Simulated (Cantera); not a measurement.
A closed system holds: 1 mol SiH4, 0.78 mol CO2, 4.4 mol N2, held at 0.0100 bar.

Method: chemical equilibrium by Gibbs-energy minimisation in Cantera with the NASA 1993 tables (ideal gas, pure condensed phases). Candidate condensed phases: C, C6H6, C7H8, C8H18, H2O, Si, SiC, SiO2, Si2N2O, Si3N4; 151 gas species. N2 is the only nitrogen source here; it is nearly inert below about 1500 K, so the nitride shown seldom forms there in practice. Mutual solubility and eutectic melting of coexisting phases are not modelled. Rates play no part.

Task: Which condensed phases are stable at each of these points (T (K)): 525, 600, 675, 750, 825, 900, 975, 1050?

Result: 
```tsv
T (K)	condensed phases	Si condensed (%)
525	C(graphite) + SiO2(α-quartz) + Si2N2O(s)	100.0
600	C(graphite) + SiO2(α-quartz) + Si2N2O(s)	100.0
675	C(graphite) + SiO2(α-quartz) + Si2N2O(s)	100.0
750	C(graphite) + SiO2(α-quartz) + Si2N2O(s)	100.0
825	C(graphite) + SiO2(α-quartz) + Si2N2O(s)	100.0
900	C(graphite) + SiO2(β-quartz) + Si2N2O(s)	100.0
975	C(graphite) + SiO2(β-quartz) + Si2N2O(s)	100.0
1050	C(graphite) + SiO2(β-quartz) + Si2N2O(s)	100.0
```

From 525 K to 825 K the condensed part is C(graphite) + SiO2(α-quartz) + Si2N2O(s). From 900 K to 1050 K the condensed part is C(graphite) + SiO2(β-quartz) + Si2N2O(s).
